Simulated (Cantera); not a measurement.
An adiabatic, constant-pressure homogeneous reactor starts with CH4 : C2H6 : O2 : N2 : CO2 = 1 : 0.079 : 1.9 : 7.13 : 0.51 (molar parts), at 1050 K and 0.987 atm.

Model: GRI-Mech 3.0 (53 species, 325 reactions), integrated in Cantera.

One state of this run: T (K) = 2499; x CH4 = <1e-12; x C2H6 = <1e-12; x O2 = 0.00308; x C2H2 = <1e-12; x O = 0.000804; x NO2 = 2.70e-7; x N2O = 1.25e-7. x: mole fraction; the columns are a selection and need not sum to one.

**Question.** Which value of t (s) does it belong to?
(A) 8.71e-5
(B) 0.000363
(C) 1.92
(D) 0.00632

**Answer.** C, 1.92
